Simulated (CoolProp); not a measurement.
Vapour-liquid equilibrium of ethanol (1) + benzene (2) at 0.259 MPa; x and y are mole fractions of (1).

Values from CoolProp's multi-fluid Helmholtz-energy mixture model, Schroeder 2014 and Thol 2012; pair parameters Bell 2016.

### Question
Give the bubble temperature and the first vapour's composition at x = 0.2, 0.8, 0.95. Is there an azeotrope?

### Answer
x = 0.2: 99.1 °C, y = 0.406; x = 0.8: 98.7 °C, y = 0.687; x = 0.95: 102.6 °C, y = 0.902. y crosses x between x = 0.5 and 0.65: the model has an azeotrope there.

The pair parameters rest on a limited set of measurements; away from them the model extrapolates.
